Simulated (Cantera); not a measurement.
Input (Python, Cantera) and output of one run.

```python
import numpy as np
import cantera as ct

gas_names = """
    CL CL2 H HCL H2 Si SiCL SiCL2 SiCL3 SiCL4 SiH SiHCL3 SiH2 SiH2CL2 SiH3 SiH3CL SiH4 Si2 Si3
""".split()
cond_names = """
    Si(cr) Si(L)
""".split()


# ... load() reads the species with a 1 bar reference pressure and builds the phases ...
atoms = {
    'Si': {'Si': 1},
    'HCl': {'H': 1, 'CL': 1},
    'H2': {'H': 2},
}
top_T = {}  # K; cautious upper limits of use, not melting points


# ... equilibrate(T, P, feed) seeds the gas with the atoms and calls Mixture.equilibrate('TP', solver="vcs", rtol=1e-11, max_steps=5000) ...
results = []
feed = {'Si': 1, 'HCl': 0.73, 'H2': 1.5}  # mol
P = 59000  # Pa
for T in [500, 600, 700, 800, 900, 1000, 1100, 1200, 1300, 1400, 1500, 1600, 1700]:
    mix = equilibrate(T, P, feed)
    results.append((T, P, feed, dict(zip(mix.species_names, mix.species_moles))))

top = {s: max(r[3][s] / sum(r[3][g] for g in gas_names) for r in results) for s in gas_names}
cols = sorted((s for s in top if top[s] > 0.001), key=lambda s: -top[s])[:9]
seen = [c for c in cond_names if any(r[3].get(c, 0) > 1e-12 for r in results)]
print("log10 of partial pressures in bar; condensed amounts in mol")
print(f"{'T/K':>10s}" + "".join(f"{s[:9]:>10s}" for s in cols + seen))
for T, P, feed, n in results:
    ng = sum(n[g] for g in gas_names)
    print(f"{T:10.4g}" + "".join(f"{np.log10(max(n[s] / ng * P / 1e5, 1e-99)):10.3f}" for s in cols)
          + "".join(f"{n.get(c, 0):10.4g}" for c in seen))
```

Output:

```
log10 of partial pressures in bar; condensed amounts in mol
       T/K        H2       HCL     SiCL2     SiCL4    SiHCL3     SiCL3   SiH2CL2    Si(cr)     Si(L)
       500    -0.275    -5.916   -12.201    -1.459    -1.616    -8.845    -3.237    0.7957         0
       600    -0.275    -4.654    -9.389    -1.452    -1.634    -6.994    -3.115    0.7962         0
       700    -0.275    -3.758    -7.388    -1.445    -1.651    -5.676    -3.039    0.7969         0
       800    -0.275    -3.091    -5.895    -1.440    -1.669    -4.691    -2.990     0.798         0
       900    -0.276    -2.576    -4.742    -1.440    -1.687    -3.930    -2.958       0.8         0
      1000    -0.279    -2.169    -3.829    -1.449    -1.710    -3.331    -2.940    0.8039         0
      1100    -0.283    -1.843    -3.095    -1.474    -1.745    -2.856    -2.938    0.8097         0
      1200    -0.291    -1.585    -2.505    -1.532    -1.804    -2.490    -2.959    0.8162         0
      1300    -0.303    -1.386    -2.043    -1.648    -1.907    -2.232    -3.015      0.82         0
      1400    -0.316    -1.246    -1.705    -1.860    -2.080    -2.096    -3.123     0.817         0
      1500    -0.329    -1.163    -1.490    -2.192    -2.343    -2.092    -3.292    0.8086         0
      1600    -0.336    -1.123    -1.373    -2.622    -2.675    -2.193    -3.506    0.8001         0
      1700    -0.340    -1.106    -1.318    -3.084    -3.031    -2.348    -3.737         0    0.7952
```

These are equilibrium values from Cantera (NASA tables, ideal gas, pure condensed phases), not measurements of a reactor. The tables' values for SiCl3, SiCl are old estimates; treat these amounts as uncertain. Gases not in the tables: Si2H6 and higher silanes.
